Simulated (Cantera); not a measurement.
Mixture: CH4 : CO : O2 : N2 : H2 = 1 : 0.046 : 1.84 : 6.91 : 0.043 (molar parts), at 100000 Pa, adiabatic and at constant volume. Ignition delay is the time to a rise of 400 K.

Model: GRI-Mech 3.0 (53 species, 325 reactions), integrated in Cantera.

Question: Predict: delay at 1298 K; delay at 1398 K; delay at 1498 K; delay at 1598 K; delay at 1698 K; delay at 1798 K; apparent activation energy between 1598 and 1798 K.

Answer: 
```
Item                                                     Value
--------------------------------------------------  ----------
delay at 1298 K                                        8.44 ms
delay at 1398 K                                        2.65 ms
delay at 1498 K                                       0.951 ms
delay at 1598 K                                       0.395 ms
delay at 1698 K                                       0.187 ms
delay at 1798 K                                        98.1 µs
apparent activation energy between 1598 and 1798 K  170 kJ/mol
```
